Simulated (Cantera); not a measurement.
What does this Cantera script print?

```python
import numpy as np
import cantera as ct

gas = ct.Solution("gri30.yaml")
gas.TPX = 550, 36000, {'CH4': 1, 'CO': 0.1, 'O2': 3.66, 'N2': 14.3}
inlet = ct.Reservoir(gas, clone=True)
gas.equilibrate("HP")  # start burning
reactor = ct.IdealGasConstPressureReactor(gas, energy="on", clone=False)
exhaust = ct.Reservoir(gas, clone=True)
tau = [0.22, 0.092, 0.038, 0.016, 0.0065, 0.0027, 0.0011, 0.00045, 0.00019, 7.7e-05, 3.2e-05, 1.3e-05][0]
for a, b in ((inlet, reactor), (reactor, exhaust)):
    ct.MassFlowController(a, b, mdot=lambda t: reactor.mass / tau)
net = ct.ReactorNet([reactor])
show = ['CH4', 'CO', 'O2', 'CH2CO', 'C2H4']

rows = []
print(f"{'tau/s':>10s}{'T/K':>9s}" + "".join(f"{s:>11s}" for s in show))
for tau in [0.22, 0.092, 0.038, 0.016, 0.0065, 0.0027, 0.0011, 0.00045, 0.00019, 7.7e-05, 3.2e-05, 1.3e-05]:
    net.initial_time = 0.0
    net.advance(30 * tau)
    before = gas.X
    net.advance(40 * tau)
    drift = np.max(np.abs(gas.X - before) / (gas.X + 1e-9))
    rows.append([gas.T, *gas[show].X, drift])
    print(f"{tau:10.3e}{gas.T:9.1f}" + "".join(f"{x:11.3e}" for x in gas[show].X))
```

It prints:

```
     tau/s      T/K        CH4         CO         O2      CH2CO       C2H4
 2.200e-01   1757.5  7.968e-06  5.107e-04  8.441e-02  2.529e-10  3.725e-10
 9.200e-02   1749.6  1.372e-05  8.885e-04  8.442e-02  5.479e-10  7.116e-10
 3.800e-02   1736.6  2.387e-05  1.540e-03  8.450e-02  1.151e-09  1.316e-09
 1.600e-02   1716.6  4.163e-05  2.581e-03  8.473e-02  2.361e-09  2.439e-09
 6.500e-03   1685.0  7.714e-05  4.301e-03  8.528e-02  5.194e-09  5.124e-09
 2.700e-03   1640.4  1.510e-04  6.954e-03  8.644e-02  1.254e-08  1.295e-08
 1.100e-03   1576.9  3.435e-04  1.154e-02  8.906e-02  3.956e-08  4.756e-08
 4.500e-04   1484.0  1.083e-03  2.058e-02  9.594e-02  2.433e-07  3.866e-07
 1.900e-04    550.0  5.247e-02  5.247e-03  1.920e-01 -2.126e-19 -1.737e-18
 7.700e-05    550.0  5.247e-02  5.247e-03  1.920e-01 -3.235e-23 -2.644e-22
 3.200e-05    550.0  5.247e-02  5.247e-03  1.920e-01 -2.044e-24 -1.670e-23
 1.300e-05    550.0  5.247e-02  5.247e-03  1.920e-01 -1.291e-25 -1.055e-24
```

Detailed kinetics in Cantera: GRI-Mech 3.0 (53 species, 325 reactions).
